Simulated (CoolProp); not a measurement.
Properties of vinyl chloride along the isotherm 430 K (Tc = 425.0 K, pc = 56.00 bar, ω = 0.160).

Values from CoolProp's reference Helmholtz-energy equation of state, Thol 2022.

| p (bar) | phase | Z | cp (kJ/(kg K)) | speed of sound (m/s) | isothermal compressibility (1/MPa) | expansivity (1/kK) |
|---|---|---|---|---|---|---|
| 43.1 | gas | 0.6784 | 1.767 | 195.0 | 0.3949 | 8.499 |
| 86.2 | supercritical | 0.2581 | 2.547 | 310.0 | 0.04122 | (withheld) |
| 129 | supercritical | 0.3473 | 1.987 | (withheld) | 0.01627 | 4.719 |
| 172 | supercritical | 0.4383 | 1.811 | 489.7 | 0.01025 | 3.472 |
| 215 | supercritical | 0.5276 | 1.721 | 546.8 | 0.007529 | 2.842 |
| 258 | supercritical | 0.6152 | (withheld) | 594.9 | 0.005975 | 2.452 |
| 302 | supercritical | 0.7031 | 1.624 | 637.8 | 0.004948 | 2.179 |
| 345 | supercritical | (withheld) | 1.596 | 675.2 | 0.004246 | 1.982 |
| 388 | supercritical | (withheld) | 1.574 | 709.3 | (withheld) | (withheld) |
| 431 | supercritical | 0.9527 | 1.557 | 740.7 | 0.003322 | 1.706 |
| 474 | supercritical | 1.034 | (withheld) | 769.9 | 0.003000 | 1.605 |
| 517 | supercritical | 1.114 | 1.532 | 797.2 | 0.002738 | 1.520 |
| 560 | supercritical | 1.193 | 1.522 | 823.0 | 0.002519 | 1.447 |

Question: Complete the blanks.

Answer: 
- 86.2, expansivity (1/kK): 8.994
- 129, speed of sound (m/s): 417.3
- 258, cp (kJ/(kg K)): 1.664
- 345, Z: 0.7876
- 388, Z: 0.8707
- 388, isothermal compressibility (1/MPa): 0.003725
- 388, expansivity (1/kK): 1.829
- 474, cp (kJ/(kg K)): 1.543

The peak of cp marks the crossing from liquid-like to gas-like fluid above the critical point.
